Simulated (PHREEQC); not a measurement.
Make-up at 25 °C: 17 mmol/kgw AlCl3. Closed to the air; pH follows from the charge balance.

Model: ion-association model, phreeqc.dat, run in PHREEQC.

Each row changes one thing in this solution. This is a speciation only: nothing precipitates in the calculation.

```tsv
case	pH	ionic strength (mol/kgw)
as made	3.60	0.101
AlCl3 from 0.017 to 0.0034 mol/kgw	3.87	(withheld)
0.003 mol/kgw HBr added	2.60	(withheld)
AlCl3 replaced by NaAlO2 at the same molality	(withheld)	0.0170
AlCl3 replaced by LiCl at the same molality	6.99	0.0170
AlCl3 from 0.017 to 0.0085 mol/kgw	(withheld)	(withheld)
```

Question: What belongs in the gaps?

Answer: 
- AlCl3 from 0.017 to 0.0034 mol/kgw, ionic strength (mol/kgw): 0.0201
- 0.003 mol/kgw HBr added, ionic strength (mol/kgw): 0.105
- AlCl3 replaced by NaAlO2 at the same molality, pH: 8.92
- AlCl3 from 0.017 to 0.0085 mol/kgw, pH: 3.71
- AlCl3 from 0.017 to 0.0085 mol/kgw, ionic strength (mol/kgw): 0.0505

Species that the database lacks are ignored. Some of these states are supersaturated (in Gibbsite (slow to form), Al(OH)3(a), for instance).
